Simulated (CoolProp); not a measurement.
Vapour-liquid equilibrium of R152A (1) + isobutene (2) at 1.86 MPa; x and y are mole fractions of (1).

Model: multi-fluid Helmholtz-energy mixture model, Outcalt 1996 and Lemmon 2005; pair parameters Bell 2016, in CoolProp.

Problem. Give the bubble temperature and the first vapour's composition at x = 0.2, 0.35, 0.5. Is there an azeotrope?

Solution. x = 0.2: 358.2 K, y = 0.336; x = 0.35: 351.5 K, y = 0.489; x = 0.5: 347.2 K, y = 0.606. y crosses x between x = 0.8 and 0.95: the model has an azeotrope there.

Pair parameters are fitted to limited data, so mixtures are less certain than the pure fluids.
